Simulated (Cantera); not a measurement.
# Ignition delay

Mixture: CH3OH : O2 : N2 = 1 : 0.682 : 2.56 (molar parts), equivalence ratio 2.2, at 750 Torr, adiabatic and at constant pressure. Ignition delay is the time to a rise of 400 K.

Model: GRI-Mech 3.0 (53 species, 325 reactions), integrated in Cantera. GRI-Mech 3.0 was tuned for natural gas; its chemistry of methanol as a main component is partial and can be far from experiment.

| T0 (K) | delay (ms) |
|---|---|
| 1250 | 3.62 |
| 1300 | 1.76 |
| 1350 | 0.906 |
| 1400 | 0.496 |
| 1450 | 0.286 |
| 1500 | 0.173 |
| 1550 | 0.110 |
| 1600 | 0.0726 |

```
Quantity                                                 Value
--------------------------------------------------  ----------
apparent activation energy between 1500 and 1600 K  170 kJ/mol
```
